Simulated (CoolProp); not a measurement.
A single-stage vapour-compression cycle with toluene: evaporating at 328.15 K (dew point), condensing at 370.15 K (bubble point), superheat 8 K, subcooling 5 K, compressor efficiency 0.85, no pressure losses. Each further row changes one setting.

Computed with CoolProp (reference Helmholtz-energy equation of state, Lemmon 2006). It is a short technical equation, of lower accuracy than the large ones.

| case | cooling COP | pressure ratio | discharge temperature (K) | refrigerating effect (kJ/kg) | volumetric capacity (kJ/m³) |
|---|---|---|---|---|---|
| as stated | 6.07 | 4.47 | 378.7 | 336 | 170 |
| evaporating temperature 333.15 K | 7.11 | 3.65 | … | 342 | … |
| condensing temperature 365.15 K | 7.01 | 3.82 | 374.2 | 346 | 174 |
| subcooling 10 K | … | 4.47 | 378.7 | 346 | 174 |
| superheat 18 K | 6.13 | 4.47 | 388.6 | … | 171 |
| compressor efficiency 0.75 | 5.36 | 4.47 | 383.7 | 336 | 170 |

Question: What belongs in the gaps?

Answer: 
- evaporating temperature 333.15 K, discharge temperature (K): 378.0
- evaporating temperature 333.15 K, volumetric capacity (kJ/m³): 209
- subcooling 10 K, cooling COP: 6.25
- superheat 18 K, refrigerating effect (kJ/kg): 349
